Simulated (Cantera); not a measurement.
Cantera run, input and output.

```python
import numpy as np
import cantera as ct

gas = ct.Solution("h2o2.yaml")
gas.TPX = 1400, 1400, {'H2': 0.095, 'O2': 1, 'N2': 2.7}
reactor = ct.IdealGasConstPressureReactor(gas, energy="off", clone=False)
net = ct.ReactorNet([reactor])
net.rtol, net.atol = 1e-08, 1e-18
show = ['H2', 'O2', 'OH', 'H', 'HO2', 'H2O']
times = np.geomspace(9e-05, 100, 9)

steps = ct.SolutionArray(gas, extra=["t"])
rows = []
print(f"{'t/s':>10s}{'T/K':>9s}{'P/Pa':>11s}" + "".join(f"{s:>11s}" for s in show))
for t in times:
    while net.time < t:
        t_next = net.step()
        steps.append(gas.state, t=t_next)
    rows.append([np.interp(t, steps.t, y) for y in (steps.T, steps.P, *steps(*show).X.T)])
    print(f"{t:10.3e}{rows[-1][0]:9.1f}{rows[-1][1]:11.4g}" + "".join(f"{x:11.3e}" for x in rows[-1][2:]))
rate = np.gradient(steps.T, steps.t)
print("integrator steps:", len(steps.t))
if steps.T.max() > steps.T[0] + 200:
    print(f"time of steepest temperature rise: {steps.t[rate.argmax()]:.4e} s")
gas.TPX = 1400, 1400, {'H2': 0.095, 'O2': 1, 'N2': 2.7}
gas.equilibrate("TP")
print(f"equilibrium (TP): T = {gas.T:.1f} K  " + "  ".join(f"{s} {gas[s].X[0]:.3e}" for s in show))
```

It prints:

```
       t/s      T/K       P/Pa         H2         O2         OH          H        HO2        H2O
 9.000e-05   1400.0       1400  2.503e-02  2.635e-01  5.851e-09  1.031e-08  1.457e-08  2.068e-09
 5.128e-04   1400.0       1400  2.503e-02  2.635e-01  1.835e-07  1.509e-07  8.287e-08  2.914e-07
 2.922e-03   1400.0       1400  5.211e-03  2.487e-01  4.127e-03  4.956e-03  7.054e-07  1.528e-02
 1.665e-02   1400.0       1400  6.340e-04  2.442e-01  2.657e-03  3.991e-03  6.157e-07  2.110e-02
 9.487e-02   1400.0       1400  4.653e-04  2.471e-01  2.289e-03  2.383e-03  5.675e-07  2.235e-02
 5.406e-01   1400.0       1400  1.166e-04  2.523e-01  1.157e-03  2.761e-04  3.255e-07  2.447e-02
 3.080e+00   1400.0       1400  7.105e-06  2.540e-01  2.868e-04  4.053e-06  5.150e-08  2.519e-02
 1.755e+01   1400.0       1400  5.078e-07  2.541e-01  7.680e-05  7.739e-08  1.497e-08  2.531e-02
 1.000e+02   1400.0       1400  1.937e-07  2.542e-01  4.746e-05  1.827e-08  1.804e-08  2.533e-02
integrator steps: 1751
equilibrium (TP): T = 1400.0 K  H2 1.931e-07  O2 2.542e-01  OH 4.739e-05  H 1.819e-08  HO2 1.805e-08  H2O 2.533e-02
```

Model: the H2/O2 subset of GRI-Mech 3.0, which has no nitrogen chemistry, integrated in Cantera. Radical loss at walls, strong at low pressure, is not modelled.
